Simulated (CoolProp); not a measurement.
Vapour-liquid equilibrium of propane (1) + isobutene (2) at 0.115 MPa; x and y are mole fractions of (1).

Values from CoolProp's multi-fluid Helmholtz-energy mixture model, Lemmon 2009 and Lemmon 2005; pair parameters Bell 2016.

```
x      bubble temperature, mixture model (°C)  bubble temperature, Raoult's law (°C)  y, mixture model  y, Raoult's law
-----  --------------------------------------  -------------------------------------  ----------------  ---------------
0.05                                     -8.4                                   -7.1             0.199            0.165
0.125                                   -13.7                                  -11.5             0.396            0.357
0.2                                     -17.7                                  -15.4             0.524            0.500
0.275                                   -20.9                                  -18.9             0.616            0.609
0.35                                    -23.5                                  -21.9             0.687            0.693
0.425                                   -25.9                                  -24.7             0.745            0.761
0.5                                     -28.0                                  -27.2             0.794            0.814
0.575                                   -29.9                                  -29.4             0.837            0.858
0.65                                    -31.8                                  -31.5             0.875            0.894
0.725                                   -33.5                                  -33.4             0.909            0.924
0.8                                     -35.2                                  -35.1             0.938            0.950
0.875                                   -36.8                                  -36.7             0.964            0.971
0.95                                    -38.3                                  -38.3             0.987            0.989
```

The largest gap from Raoult's law is -2.3 K in bubble temperature, at x = 0.2. No azeotrope shows between x = 0.05 and 0.95.

The pair parameters rest on a limited set of measurements; away from them the model extrapolates.
